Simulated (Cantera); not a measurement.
Charge: 1 mol Si2Cl6, 51 mol N2, equilibrated at 1325 K and 17.0 Pa.

These are equilibrium values from Cantera (NASA tables, ideal gas, pure condensed phases), not measurements of a reactor. Candidate condensed phases: Si, Si3N4; 13 gas species. The feed counts by its element totals alone. The tables' values for SiCl3 are old estimates; treat these amounts as uncertain. Kinetics and transport are ignored.

Base state: N2 0.962, SiCl2 0.0157, SiCl4 0.0153, SiCl3 0.00666, Cl 0.000381 (mole fractions); condensed: gas only.

What changes in the equilibrium state with this change: Si2Cl6 replaced by trisilylamine?


```tsv
species	before	after
N2	0.962	0.917
H2	0	0.0833
H	0	3.62e-5
SiCl2	0.0157	0
SiCl4	0.0153	0
SiCl3	0.00666	0
Cl	0.000381	0
Si3N4(s), mol	0	1.00
```
